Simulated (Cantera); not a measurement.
An adiabatic, constant-volume homogeneous reactor starts with CH₄ : C₂H₆ : C₃H₈ : O₂ : N₂ = 1 : 0.036 : 0.66 : 4.52 : 45.2 (molar parts), equivalence ratio 1.2, at 998 K and 375 Torr.

Detailed kinetics in Cantera: GRI-Mech 3.0 (53 species, 325 reactions). GRI-Mech 3.0 was tuned for natural gas; its chemistry of propane as a main component is partial and can be far from experiment. Below about 1000 K GRI-Mech 3.0 lacks low-temperature oxidation paths.

Predict: time of steepest temperature rise; temperature at 8.00 s; equilibrium temperature; x(CO₂) at 8.00 s; x(NO) at 8.00 s.


| Quantity | Result |
|---|---|
| time of steepest temperature rise | 1.84 s |
| temperature at 8.00 s | 2138 K |
| equilibrium temperature | 2138 K |
| x(CO₂) at 8.00 s | 0.0340 (gas-phase equilibrium 0.0340) |
| x(NO) at 8.00 s | 0.000133 (gas-phase equilibrium 0.000133) |
